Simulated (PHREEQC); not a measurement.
A solution holds 0.0032 mol CaSO4, 0.00033 mol NaHCO3 and 0.001 mol H4SiO4 per kg of water, at 20 °C. Closed to the air; pH follows from the charge balance.

Model: ion-association model, phreeqc.dat, run in PHREEQC.

Problem. The ionic strength comes out as 0.0110 mol/kgw. What activity coefficients do NaSO4-, Ca+2, CO3-2, SO4-2, CaHCO3+ get?

Solution. NaSO4- 0.90, Ca+2 0.66, CO3-2 0.66, SO4-2 0.66, CaHCO3+ 0.90.

Precipitation was switched off in this run. Examples of supersaturated solids here: Quartz (slow to form), Chalcedony (slow to form). Others may be too.
